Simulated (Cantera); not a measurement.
Charge: 1 mol FeS, 130 mol H2, 2.6 mol H2O, equilibrated at 0.0133 bar.

Method: chemical equilibrium by Gibbs-energy minimisation in Cantera with the NASA 1993 tables (ideal gas, pure condensed phases). Candidate condensed phases: Fe, FeO, Fe(OH)2, Fe(OH)3, FeS, FeSO4, FeS2, Fe2O3, Fe2(SO4)3, Fe3O4, H2O, H2SO4, S; 22 gas species. Metal and sulfide melt together well below either melting point, which pure phases cannot show. Mutual solubility and eutectic melting of coexisting phases are not modelled. FeS: taken at fixed stoichiometry. Gases not in the tables: S3 to S7. Equilibrium is a limit: real reactors are often held back by kinetics, nucleation or transport.

Q: Which condensed phases are stable at each of these points (T (K)): 873, 973, 1073, 1173, 1273, 1373, 1473, 1573, 1673, 1773, 1873, 1973, 2073, 2173?

A: 
```json
[
 {"T (K)": "873", "condensed phases": "Fe(α) + FeS(s)", "Fe condensed (%)": "100.0"},
 {"T (K)": "973", "condensed phases": "Fe(α) + FeS(s)", "Fe condensed (%)": "100.0"},
 {"T (K)": "1073", "condensed phases": "Fe(α) + FeS(s)", "Fe condensed (%)": "100.0"},
 {"T (K)": "1173", "condensed phases": "Fe(α) + FeS(s)", "Fe condensed (%)": "100.0"},
 {"T (K)": "1273", "condensed phases": "Fe(γ) + FeS(s)", "Fe condensed (%)": "100.0"},
 {"T (K)": "1373", "condensed phases": "Fe(γ)", "Fe condensed (%)": "100.0"},
 {"T (K)": "1473", "condensed phases": "Fe(γ)", "Fe condensed (%)": "99.9"},
 {"T (K)": "1573", "condensed phases": "Fe(γ)", "Fe condensed (%)": "99.3"},
 {"T (K)": "1673", "condensed phases": "Fe(δ)", "Fe condensed (%)": "96.0"},
 {"T (K)": "1773", "condensed phases": "Fe(δ)", "Fe condensed (%)": "80.2"},
 {"T (K)": "1873", "condensed phases": "Fe(l)", "Fe condensed (%)": "20.5"},
 {"T (K)": "1973", "condensed phases": "gas only", "Fe condensed (%)": "0.0"},
 {"T (K)": "2073", "condensed phases": "gas only", "Fe condensed (%)": "0.0"},
 {"T (K)": "2173", "condensed phases": "gas only", "Fe condensed (%)": "0.0"}
]
```

From 873 K to 1173 K the condensed part is Fe(α) + FeS(s). At 1273 K the condensed part is Fe(γ) + FeS(s). From 1373 K to 1573 K the condensed part is Fe(γ). From 1673 K to 1773 K the condensed part is Fe(δ). At 1873 K the condensed part is Fe(l). From 1973 K to 2173 K nothing is condensed.
